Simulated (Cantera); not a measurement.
Input (Python, Cantera):

```python
import numpy as np
import cantera as ct

gas = ct.Solution("gri30.yaml")
gas.TP = 300, 71000
flame = ct.CounterflowDiffusionFlame(gas, width=0.02)
flame.fuel_inlet.X, flame.fuel_inlet.T = {'CH4': 1}, 300
flame.oxidizer_inlet.X, flame.oxidizer_inlet.T = {'O2': 0.19, 'N2': 0.81}, 498
flame.set_refine_criteria(ratio=3, slope=0.12, curve=0.24, prune=0.03)
show = ['OH', 'H', 'NO', 'CO', 'C2H2']

rows = []
print(f"{'mdot':>8s}{'a_max':>10s}{'a_mean':>10s}{'Tmax/K':>9s}" + "".join(f"{s:>11s}" for s in show) + "   (peak mole fractions)")
for i, mdot in enumerate([0.18, 0.25, 0.35, 0.49, 0.68, 0.96, 1.3]):  # kg/m2/s on the oxidiser side
    flame.oxidizer_inlet.mdot, flame.fuel_inlet.mdot = mdot, 0.78 * mdot
    flame.solve(loglevel=0, auto=(i == 0))
    if flame.T.max() < max(300, 498) + 100:
        print(f"{mdot:8.3g}  no burning solution found from the previous one")
        break
    dT = np.abs(np.gradient(flame.T, flame.grid))
    rows.append([flame.strain_rate("max"), flame.strain_rate("mean"), flame.T.max(),
                 *(flame.X[gas.species_index(s)].max() for s in show), max(dT[0], dT[-1]) / dT.max()])
    print(f"{mdot:8.3g}{rows[-1][0]:10.1f}{rows[-1][1]:10.1f}{rows[-1][2]:9.1f}" + "".join(f"{x:11.3e}" for x in rows[-1][3:-1]))
```

Output:

```
    mdot     a_max    a_mean   Tmax/K         OH          H         NO         CO       C2H2   (peak mole fractions)
    0.18     160.5      33.6   2002.9  6.450e-03  4.190e-03  1.899e-04  4.562e-02  9.853e-03
    0.25     214.5      46.7   1986.1  6.313e-03  4.317e-03  1.673e-04  4.528e-02  9.102e-03
    0.35     291.1      65.4   1971.5  6.198e-03  4.469e-03  1.443e-04  4.539e-02  8.501e-03
    0.49     397.7      91.5   1954.7  6.020e-03  4.578e-03  1.194e-04  4.569e-02  7.814e-03
    0.68     541.5     127.0   1932.1  5.721e-03  4.579e-03  9.223e-05  4.601e-02  6.912e-03
    0.96     748.3     179.3   1900.5  5.243e-03  4.428e-03  6.278e-05  4.656e-02  5.684e-03
     1.3     991.6     242.8   1859.2  4.577e-03  4.032e-03  3.688e-05  4.718e-02  4.251e-03
```

Cantera simulation using GRI-Mech 3.0 (53 species, 325 reactions); the numbers are that mechanism's predictions, not measurements. GRI-Mech 3.0 has no aromatics or soot, which form on the fuel side of real flames. The maximum strain rate includes the flame's own expansion and is several times the mean.
